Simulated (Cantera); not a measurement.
An adiabatic, constant-pressure homogeneous reactor starts with 8.46 % CH4, 19.2 % O2, 72.3 % N2, at 1250 K and 5.00 bar.

Cantera simulation using GRI-Mech 3.0 (53 species, 325 reactions); the numbers are that mechanism's predictions, not measurements.

Question: Predict: time of steepest temperature rise; temperature at 9.00 s; equilibrium temperature; x(O2) at 9.00 s; x(HCO) at 9.00 s; x(NO) at 9.00 s; x(O) at 9.00 s.

Answer: 
- time of steepest temperature rise = 5.01 ms
- temperature at 9.00 s = 2677 K
- equilibrium temperature = 2677 K
- x(O2) at 9.00 s = 0.0250 (gas-phase equilibrium 0.0250)
- x(HCO) at 9.00 s = 1.66e-8 (gas-phase equilibrium 1.66e-8)
- x(NO) at 9.00 s = 0.0101 (gas-phase equilibrium 0.0101)
- x(O) at 9.00 s = 0.00233 (gas-phase equilibrium 0.00233)
